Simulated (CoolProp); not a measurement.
C3F8 (R218) along the isotherm 166.85 °C: Z from the reference equation and from simpler models built on Tc = 71.9 °C, pc = 26.40 bar, ω = 0.317; each cubic takes its own stable root.

Values from CoolProp's reference Helmholtz-energy equation of state, Lemmon 2006. It is a short technical equation, of lower accuracy than the large ones.

```tsv
p (bar)	phase	reference
0.632	gas	0.9968
1.12	gas	0.9943
2	gas	0.9899
3.56	gas	0.9819
6.32	gas	0.9677
11.2	gas	0.9421
20	gas	0.8949
35.6	supercritical	0.8111
63.2	supercritical	0.7031
112	supercritical	0.7302
200	supercritical	0.9994
```

Problem. How far does each simpler model (van der Waals, Peng-Robinson) lie from the reference over these 11 states: mean and median of the absolute difference, and the worst?

Solution. 
- van der Waals: mean 4.2 %, median 1.5 %, worst +14.2 % at 166.85 °C and 200 bar
- Peng-Robinson: mean 1.2 %, median 0.7 %, worst -6.3 % at 166.85 °C and 200 bar
